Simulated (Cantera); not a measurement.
# Si2H6 + N2O + N2 (silicon oxide and oxynitride deposition)

Feed: 1 mol Si2H6, a varied amount of N2O, 3 mol N2, at 1500 °C and 0.890 bar.

Cantera equilibrium calculation (NASA polynomials, part measured and part estimated; ideal gas, pure solids and liquids). Candidate condensed phases: H2O, Si, SiO2, Si2N2O, Si3N4; 35 gas species. The feed counts by its element totals alone. Mutual solubility and eutectic melting of coexisting phases are not modelled. The tables hold silica as quartz up to 1696 K and as liquid above; real silica turns to tridymite and cristobalite and melts near 1996 K. Gases not in the tables: Si(OH)4. Equilibrium is a limit: real reactors are often held back by kinetics, nucleation or transport.

```csv
n(N2O) (mol),x N2,x H2,x H2O,x O2,x NO,x SiO,x OH,n SiO2(condensed),n Si2N2O(s)
3.5,0.678,0.320,0.000333,<1e-12,3.52e-10,0.00139,1.10e-8,1.66,0.163
5.1,0.730,0.171,0.0991,6.56e-10,2.04e-7,2.49e-6,4.48e-6,2.00,0
6.7,0.764,0.0236,0.213,1.58e-7,3.24e-6,1.60e-7,2.59e-5,2.00,0
8.3,0.755,4.30e-5,0.200,0.0425,0.00167,3.10e-10,0.000571,2.00,0
9.8,0.743,2.72e-5,0.174,0.0801,0.00227,2.26e-10,0.000624,2.00,0
11,0.735,2.16e-5,0.158,0.104,0.00257,1.98e-10,0.000633,2.00,0
13,0.726,1.64e-5,0.136,0.135,0.00291,1.74e-10,0.000628,2.00,0
15,0.718,1.33e-5,0.120,0.158,0.00314,1.60e-10,0.000613,2.00,0
16,0.715,1.22e-5,0.113,0.168,0.00323,1.56e-10,0.000604,2.00,0
18,0.710,1.04e-5,0.101,0.185,0.00337,1.49e-10,0.000586,2.00,0
19,0.708,9.75e-6,0.0965,0.192,0.00343,1.46e-10,0.000578,2.00,0
21,0.704,8.61e-6,0.0879,0.204,0.00353,1.41e-10,0.000560,2.00,0
```
x: gas mole fraction; n: condensed amount in mol.

At 3.5 mol N2O the condensed part is SiO2(condensed) + Si2N2O(s). From 5.1 mol N2O to 21 mol N2O the condensed part is SiO2(condensed).
